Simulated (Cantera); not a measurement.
Charge: 1 mol Hg, 1.4 mol N₂, 5.3 mol H₂, held at 1573.15 K and 1 atm.

Cantera equilibrium calculation (NASA polynomials, part measured and part estimated; ideal gas, pure solids and liquids). Candidate condensed phases: Hg; 10 gas species. Rates play no part.

Base state: H₂ 0.688, N₂ 0.182, Hg 0.130, H 3.36e-5, NH₃ 1.24e-5 (mole fractions); condensed: gas only.

**Question.** What changes in the equilibrium state with this change: temperature from 1573.15 K to 525 K?

**Answer.** 
| species | before | after |
|---|---|---|
| H₂ | 0.688 | 0.680 |
| N₂ | 0.182 | 0.175 |
| Hg | 0.130 | 0.102 |
| NH₃ | 1.24e-5 | 0.0425 |
| H | 3.36e-5 | <1e-9 |
| Hg(l), mol | 0 | 0.275 |
